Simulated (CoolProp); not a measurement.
The fluid at 293.15 K and 5.16 MPa (liquid) is heated at constant pressure to 322.6 K. The same conditions are run with several fluids, on thermodynamics alone (safety and materials aside).

Computed with CoolProp (reference Helmholtz-energy equation of state of each fluid (CH3F (R41): Lemmon 2006; n-perfluoropentane: Gao 2022; n-butane: Bücker 2006; 1,2-dichloroethane: Thol 2015; R227EA: Lemmon 2016)).

Question: Rank CH3F (R41), n-perfluoropentane, n-butane, 1,2-dichloroethane, R227EA by heat (kJ/kg), highest first.

Answer: CH3F (R41) (281), n-butane (72.3), 1,2-dichloroethane (38.4), R227EA (34.5), n-perfluoropentane (31.0)

```tsv
fluid	final phase	final density (kg/m³)
CH3F (R41)	gas	113
n-perfluoropentane	liquid	1560
n-butane	liquid	553
1,2-dichloroethane	liquid	1220
R227EA	liquid	1320
```
